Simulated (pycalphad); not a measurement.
**Phase fractions of Al-1.41Sn-4.67Si (at.%)**

CALPHAD calculation (pycalphad, COST 507 light-alloy database (1999)), 1 atm. The data set is of 1999 and partly superseded. The system is extrapolated from its subsystems; higher-order compounds may be missing. Amounts are mole fractions of atoms.

| T (K) | LIQUID | FCC_A1 | DIAMOND_A4 | BCT_A5 |
|---|---|---|---|---|
| 900 | 1.000 | - | - | - |
| 850 | 0.434 | 0.566 | - | - |
| 800 | ___ | ___ | ___ | - |
| 750 | 0.017 | 0.942 | 0.041 | - |
| 700 | 0.016 | 0.941 | 0.043 | - |
| 650 | 0.015 | 0.940 | 0.045 | - |
| 600 | 0.015 | 0.939 | 0.046 | - |
| 550 | 0.015 | 0.939 | 0.046 | - |
| 500 | - | 0.939 | 0.047 | 0.014 |

Q: Complete the blanks.

A: 
- 800, LIQUID: 0.019
- 800, FCC_A1: 0.943
- 800, DIAMOND_A4: 0.037

FCC_A1 is fcc; DIAMOND_A4 is diamond (Si); BCT_A5 is bct (Sn).
